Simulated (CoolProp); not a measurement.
Vapour-liquid equilibrium of R143a (1) + fluoroethane (R161) (2) at 0.0556 MPa; x and y are mole fractions of (1).

Computed with CoolProp (multi-fluid Helmholtz-energy mixture model, Lemmon and Jacobsen 2000 and Wu 2012; pair parameters Bell 2016).

```csv
x,"bubble temperature, mixture model (°C)","bubble temperature, Raoult's law (°C)","y, mixture model","y, Raoult's law"
0.05,…,-50.4,0.083,0.078
0.125,-51.5,-51.3,0.195,0.188
0.2,-52.4,-52.1,0.295,0.288
0.275,-53.2,-52.8,0.386,0.381
0.35,-54.0,-53.6,0.469,0.467
0.425,…,-54.3,…,0.547
0.5,-55.4,-55.0,0.616,0.621
0.575,-56.0,-55.7,…,0.689
0.65,-56.6,-56.3,0.745,0.753
0.725,-57.2,-57.0,0.805,0.813
0.8,…,-57.6,0.861,0.869
0.875,-58.3,-58.2,0.915,0.921
0.95,-58.8,-58.8,0.967,0.969
```

Problem. Some entries are withheld; supply them.

Solution. 
- 0.05, bubble temperature, mixture model (°C): -50.5
- 0.425, bubble temperature, mixture model (°C): -54.7
- 0.425, y, mixture model: 0.545
- 0.575, y, mixture model: 0.682
- 0.8, bubble temperature, mixture model (°C): -57.7

The largest gap from Raoult's law is -0.4 K in bubble temperature, at x = 0.35. No azeotrope shows between x = 0.05 and 0.95.

The pair parameters rest on a limited set of measurements; away from them the model extrapolates.
